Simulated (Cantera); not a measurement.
What does this Cantera script print?

```python
import numpy as np
import cantera as ct

gas_names = """
    CL CL2 H HCL H2 Si SiCL SiCL2 SiCL3 SiCL4 SiH SiHCL3 SiH2 SiH2CL2 SiH3 SiH3CL SiH4 Si2 Si3
""".split()
cond_names = """
    Si(cr) Si(L)
""".split()


# ... load() reads the species with a 1 bar reference pressure and builds the phases ...
atoms = {
    'Si': {'Si': 1},
    'HCl': {'H': 1, 'CL': 1},
    'H2': {'H': 2},
}
top_T = {}  # K; cautious upper limits of use, not melting points


# ... equilibrate(T, P, feed) seeds the gas with the atoms and calls Mixture.equilibrate('TP', solver="vcs", rtol=1e-11, max_steps=5000) ...
results = []
feed = {'Si': 1, 'HCl': 1.6, 'H2': 0.41}  # mol
T = 923.15  # K
P = 9.4  # Pa
mix = equilibrate(T, P, feed)
results.append((T, P, feed, dict(zip(mix.species_names, mix.species_moles))))
x = sorted(zip(gas.X, gas.species_names), reverse=True)
print(f"T = {T:g} K  P = {P:g} Pa  gas = {mix.phase_moles(0):.4g} mol")
print("   x: " + "  ".join(f"{s} {v:.3e}" for v, s in x if v > 0.001))
print("   condensed (mol): " + ("  ".join(f"{mix.phase(i).name} {mix.phase_moles(i):.4g}"
      for i in range(1, mix.n_phases) if mix.phase_moles(i) > 1e-12) or "none"))
```

Output:

```
T = 923.15 K  P = 9.4 Pa  gas = 1.64 mol
   x: H2 7.025e-01  SiCL4 2.133e-01  HCL 6.135e-02  SiHCL3 8.718e-03  SiCL2 7.702e-03  SiCL3 6.391e-03
   condensed (mol): Si(cr) 0.6126
```

Equilibrium computed with Cantera from the NASA thermochemical tables; the gas is ideal and each condensed phase is pure. The tables' values for SiCl3 are old estimates; treat these amounts as uncertain.
